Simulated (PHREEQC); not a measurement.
Synthetic water in mg/L, 25 °C, pH 3.48, pe 11.7: Na 1480; K 186; Ca 77.9; Mg 303; Cl 1160; S(6) as SO4 3160; Cu(2) 1.14.

Valence states are taken as typed.

Computed with PHREEQC (ion-association model, phreeqc.dat).

This is a speciation only: nothing precipitates in the calculation.

Question: Predict the ionic strength, density, specific conductance.

Answer: ionic strength 0.116 mol/kgw; density 1.003 g/cm³; specific conductance 8310 µS/cm.

Question: In which forms is Mg present?

Answer: Mg+2 57 %, MgSO4 43 % of the Mg.

Species that the database lacks are ignored.
